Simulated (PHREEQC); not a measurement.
Dissolve 0.022 mol Cu(NO3)2, 0.27 mol HCl and 0.0048 mol FeCl3 per kg of water at 20 °C. Closed to the air; pH follows from the charge balance.

Computed with PHREEQC (ion-association model, phreeqc.dat).

Q: The ionic strength comes out as 0.346 mol/kgw. What activity coefficients do FeOH+2, NO3-, CuCl+, FeCl+2, Cu+2 get?

A: FeOH+2 0.25, NO3- 0.65, CuCl+ 0.68, FeCl+2 0.25, Cu+2 0.28.

Precipitation was switched off in this run.
